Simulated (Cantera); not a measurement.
A closed system holds: 1 mol CH4, 0.24 mol NH3, 50 mol H2, held at 10000 Pa.

Equilibrium computed with Cantera from the NASA thermochemical tables; the gas is ideal and each condensed phase is pure. Candidate condensed phases: C, C6H6, C7H8, C8H18; 92 gas species. Equilibrium is a limit: real reactors are often held back by kinetics, nucleation or transport.

Problem. Which condensed phases are stable at each of these points (T (K)): 2073, 2148, 2223, 2298, 2373, 2448, 2523?

Solution. 
| T (K) | condensed phases | C condensed (%) |
|---|---|---|
| 2073 | C(graphite) | 82.4 |
| 2148 | C(graphite) | 74.0 |
| 2223 | C(graphite) | 62.4 |
| 2298 | C(graphite) | 46.9 |
| 2373 | C(graphite) | 26.4 |
| 2448 | gas only | 0.0 |
| 2523 | gas only | 0.0 |

From 2073 K to 2373 K the condensed part is C(graphite). From 2448 K to 2523 K nothing is condensed.
